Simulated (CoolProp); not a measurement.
Model: reference Helmholtz-energy equation of state, Lemmon 2016, in CoolProp.

Give the vapour pressure (MPa), vapour density (kg/m³), liquid cp (kJ/(kg K)) of saturated R115 at 251.9, 269.3 K.


```csv
T (K),p (MPa),vapour density (kg/m³),liquid cp (kJ/(kg K))
251.9,0.212,16.9,0.969
269.3,0.390,30.3,1.01
```
